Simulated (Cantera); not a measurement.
A freely propagating, adiabatic, planar premixed flame of CH4 : CO : O2 : N2 : H2O = 1 : 0.07 : 1.57 : 5.64 : 1.7 (molar parts), equivalence ratio 1.3, unburnt at 400 K and 100.0 Torr; mixture-averaged transport, grid criteria slope 0.08 and curve 0.16, no radiation.

Detailed kinetics in Cantera: GRI-Mech 3.0 (53 species, 325 reactions). Burning velocities carry a grid error of a few per cent, more on coarse grids.

**Question.** Predict: laminar burning velocity; thermal thickness; peak x(CH2CO); peak x(CH3).

**Answer.** 
```
Item                         Result
------------------------  ---------
laminar burning velocity  45.7 cm/s
thermal thickness           3.62 mm
peak x(CH2CO)              0.000117
peak x(CH3)                 0.00292
```
